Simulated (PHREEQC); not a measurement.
KOH is added in steps, without added water, to 1 kg of water holding 19 mmol/kgw H3BO3 and 57 mmol/kgw Na2HPO4, at 50 °C. O2 is buffered at 0.21 atm. CO2 from the air is kept out. No solid was allowed to form.

Base run: PHREEQC, ion-association model, wateq4f.dat. Each further column changes one thing. The table gives pH.

```tsv
KOH added (mol)	base	database phreeqc.dat	metal-ligand complexes left out	all activity coefficients set to 1	Davies equation for every ion
0	8.06	8.08	8.07	8.33	8.08
0.00225	8.27	8.30	8.28	8.51	8.30
0.00375	8.41	8.44	8.41	8.64	8.44
0.006	8.61	8.63	8.61	8.82	8.64
0.00825	8.79	8.82	8.79	9.00	8.82
0.00975	8.91	8.94	8.91	9.12	8.95
0.012	9.10	9.13	9.10	9.31	9.13
0.01425	9.31	9.33	9.30	9.52	9.34
0.01575	9.46	9.48	9.46	9.70	9.50
0.018	9.73	9.72	9.72	10.03	9.76
0.02025	10.01	9.97	9.99	10.39	10.04
0.02175	10.17	10.11	10.15	10.59	10.19
0.024	10.36	10.29	10.33	10.80	10.38
```

H3PO4, which wateq4f.dat lacks, is added to it with the constant of phreeqc.dat. Away from 25 °C the constants follow the database's enthalpies or fits; those with neither stay at their 25 °C values. phreeqc.dat and wateq4f.dat share most of their constants, so their agreement is no independent check.
